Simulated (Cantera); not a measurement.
A perfectly stirred reactor is fed with 5.89 % CH4, 0.188 % H2, 19.8 % O2, 74.2 % N2, equivalence ratio 0.60, at 3750 Torr; it is adiabatic with a 723 K inlet, and is followed from long to short residence time, starting on the burning branch (τ in s: 0.14, 0.045, 0.014, 0.0045, 0.0014, 0.00045, 0.00014, 4.5e-05, 1.4e-05, 4.5e-06).

Cantera simulation using GRI-Mech 3.0 (53 species, 325 reactions); the numbers are that mechanism's predictions, not measurements.

Problem. Predict: blow-out, bracketed by the residence times tried; x(CH4) at τ = 0.140 s; x(H2) at τ = 0.140 s; x(O2) at τ = 0.140 s; x(H2O) at τ = 0.140 s; x(CH3) at τ = 0.140 s; x(CH4) at τ = 0.450 ms; x(H2) at τ = 0.450 ms; x(O2) at τ = 0.450 ms; x(H2O) at τ = 0.450 ms; x(CH3) at τ = 0.450 ms.

Solution. 
| Item | Result |
|---|---|
| blow-out, bracketed by the residence times tried | burning at 45.0 µs, out at 14.0 µs |
| x(CH4) at τ = 0.140 s | 1.38e-6 |
| x(H2) at τ = 0.140 s | 6.20e-5 |
| x(O2) at τ = 0.140 s | 0.0787 |
| x(H2O) at τ = 0.140 s | 0.119 |
| x(CH3) at τ = 0.140 s | 4.12e-7 |
| x(CH4) at τ = 0.450 ms | 0.000128 |
| x(H2) at τ = 0.450 ms | 0.000663 |
| x(O2) at τ = 0.450 ms | 0.0802 |
| x(H2O) at τ = 0.450 ms | 0.117 |
| x(CH3) at τ = 0.450 ms | 3.31e-5 |
